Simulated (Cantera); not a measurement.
An adiabatic, constant-pressure homogeneous reactor starts with CH₄ : CO : O₂ : N₂ = 1 : 0.37 : 1.37 : 13.7 (molar parts), at 1250 K and 8.78 atm.

Computed with Cantera and GRI-Mech 3.0 (53 species, 325 reactions).

x: mole fraction; the columns are a selection and need not sum to one.

```tsv
t (s)	T (K)	x CH₄	x CO	x O₂	x HCN	x H	x C₂H₆
3.00e-6	1250	0.0608	0.0225	0.0833	<1e-12	3.36e-11	<1e-12
1.30e-5	1250	0.0608	0.0225	0.0833	<1e-12	6.22e-11	4.59e-11
5.63e-5	1250	0.0608	0.0225	0.0833	<1e-12	2.13e-10	?
0.000244	1250	0.0608	0.0225	0.0833	<1e-12	9.16e-10	?
0.00106	1250	0.0608	0.0225	0.0833	<1e-12	1.80e-9	?
0.00458	1253	0.0603	0.0225	0.0830	<1e-12	6.51e-9	?
0.0199	2002	0.000156	0.0554	3.74e-8	6.61e-6	0.000108	?
0.0860	2001	1.55e-10	0.0561	3.74e-8	3.05e-7	0.000110	<1e-12
0.373	2001	1.53e-10	0.0561	3.75e-8	1.47e-7	0.000110	<1e-12
1.62	2001	1.52e-10	0.0561	3.75e-8	9.96e-8	0.000110	<1e-12
7.00	2001	1.52e-10	0.0561	3.75e-8	9.90e-8	0.000110	<1e-12
```

**Question.** What belongs in the gaps?

**Answer.** 
- 5.63e-5, x C₂H₆: 5.84e-9
- 0.000244, x C₂H₆: 7.41e-7
- 0.00106, x C₂H₆: 1.42e-5
- 0.00458, x C₂H₆: 0.000124
- 0.0199, x C₂H₆: 6.85e-9
